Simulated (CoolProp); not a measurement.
The numbers come from the reference Helmholtz-energy equation of state, Lemmon and Jacobsen 2000 in CoolProp.

### Question
For R143a, give the phase and the Z, viscosity (µPa s) at 312.4 K and 34.5 bar; 325.3 K and 34.5 bar.

### Answer
- 312.4 K and 34.5 bar: liquid; Z 0.126, viscosity 101
- 325.3 K and 34.5 bar: liquid; Z 0.131, viscosity 85.1

Viscosity comes from a separate model (Klein 1997), an estimate that may be off by 10 % or more.
